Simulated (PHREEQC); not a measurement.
**Acid rinse or clean**

A solution holds 0.026 mol/kgw H2SO4, 0.011 mol/kgw NaCl and 0.25 mol/kgw CuCl2, at 25 °C. Closed to the air; pH follows from the charge balance.

Equilibrium calculation in PHREEQC: ion-association model, phreeqc.dat.

Each row changes one thing in this solution. No solid was allowed to form.

| case | pH | ionic strength (mol/kgw) | Cl- (mol/kgw) | SI of Halite (NaCl) |
|---|---|---|---|---|
| as made | 1.47 | 0.666 | 0.451 | -4.22 |
| H2SO4 left out | 4.11 | ___ | 0.448 | -4.22 |
| H2SO4 from 0.026 to 0.039 mol/kgw | 1.31 | 0.680 | 0.452 | -4.22 |
| CuCl2 from 0.25 to 0.025 mol/kgw | 1.49 | 0.118 | 0.0598 | -4.99 |
| CuCl2 from 0.25 to 0.375 mol/kgw | ___ | 0.935 | 0.646 | -4.07 |
| CuCl2 left out | 1.51 | 0.0566 | 0.0110 | -5.68 |

Complete the blanks.


- H2SO4 left out, ionic strength (mol/kgw): 0.640
- CuCl2 from 0.25 to 0.375 mol/kgw, pH: 1.46

The ionic strength passes 0.7 mol/kgw, the rough limit of the ion-association models, in CuCl2 from 0.25 to 0.375 mol/kgw.
